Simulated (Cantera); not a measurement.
What does this Cantera script print?

```python
import numpy as np
import cantera as ct

gas_names = """
    H H2 N NH NH2 NH3 N2 N2H2 N2H4 Si SiH SiH2 SiH3 SiH4 SiN Si2 Si2N Si3
""".split()
cond_names = """
    Si(cr) Si(L) Si3N4(a)
""".split()


# ... load() reads the species with a 1 bar reference pressure and builds the phases ...
atoms = {
    'SiH4': {'Si': 1, 'H': 4},
    'N2': {'N': 2},
    'H2': {'H': 2},
}
top_T = {'Si3N4(a)': 2400}  # K; cautious upper limits of use, not melting points


# ... equilibrate(T, P, feed) seeds the gas with the atoms and calls Mixture.equilibrate('TP', solver="vcs", rtol=1e-11, max_steps=5000) ...
results = []
feed = {'SiH4': 1, 'N2': 1.3, 'H2': 50}  # mol
P = 56000  # Pa
for T in [798, 898, 998, 1098, 1198, 1298, 1398, 1498, 1598, 1698, 1798, 1898]:
    mix = equilibrate(T, P, feed)
    results.append((T, P, feed, dict(zip(mix.species_names, mix.species_moles))))
    x = sorted(zip(gas.X, gas.species_names), reverse=True)
    print(f"T = {T:g} K  P = {P:g} Pa  gas = {mix.phase_moles(0):.4g} mol")
    print("   x: " + "  ".join(f"{s} {v:.3e}" for v, s in x if v > 0.001))
    print("   condensed (mol): " + ("  ".join(f"{mix.phase(i).name} {mix.phase_moles(i):.4g}"
          for i in range(1, mix.n_phases) if mix.phase_moles(i) > 1e-12) or "none"))
```

Output:

```
T = 798 K  P = 56000 Pa  gas = 52.62 mol
   x: H2 9.879e-01  N2 1.194e-02
   condensed (mol): Si3N4(a) 0.3333
T = 898 K  P = 56000 Pa  gas = 52.63 mol
   x: H2 9.879e-01  N2 1.200e-02
   condensed (mol): Si3N4(a) 0.3333
T = 998 K  P = 56000 Pa  gas = 52.63 mol
   x: H2 9.879e-01  N2 1.202e-02
   condensed (mol): Si3N4(a) 0.3333
T = 1098 K  P = 56000 Pa  gas = 52.63 mol
   x: H2 9.880e-01  N2 1.202e-02
   condensed (mol): Si3N4(a) 0.3333
T = 1198 K  P = 56000 Pa  gas = 52.63 mol
   x: H2 9.880e-01  N2 1.203e-02
   condensed (mol): Si3N4(a) 0.3333
T = 1298 K  P = 56000 Pa  gas = 52.63 mol
   x: H2 9.880e-01  N2 1.203e-02
   condensed (mol): Si3N4(a) 0.3333
T = 1398 K  P = 56000 Pa  gas = 52.63 mol
   x: H2 9.880e-01  N2 1.203e-02
   condensed (mol): Si3N4(a) 0.3333
T = 1498 K  P = 56000 Pa  gas = 52.63 mol
   x: H2 9.879e-01  N2 1.203e-02
   condensed (mol): Si3N4(a) 0.3333
T = 1598 K  P = 56000 Pa  gas = 52.64 mol
   x: H2 9.879e-01  N2 1.203e-02
   condensed (mol): Si3N4(a) 0.3333
T = 1698 K  P = 56000 Pa  gas = 52.64 mol
   x: H2 9.878e-01  N2 1.203e-02
   condensed (mol): Si3N4(a) 0.3332
T = 1798 K  P = 56000 Pa  gas = 52.82 mol
   x: H2 9.843e-01  N2 1.522e-02
   condensed (mol): Si(L) 0.2536  Si3N4(a) 0.2481
T = 1898 K  P = 56000 Pa  gas = 53.33 mol
   x: H2 9.745e-01  N2 2.437e-02  H 1.031e-03
   condensed (mol): Si(L) 0.9948
```

Method: chemical equilibrium by Gibbs-energy minimisation in Cantera with the NASA 1993 tables (ideal gas, pure condensed phases). N2 is the only nitrogen source here; it is nearly inert below about 1500 K, so the nitride shown seldom forms there in practice. Mutual solubility and eutectic melting of coexisting phases are not modelled. Gases not in the tables: Si2H6 and higher silanes.
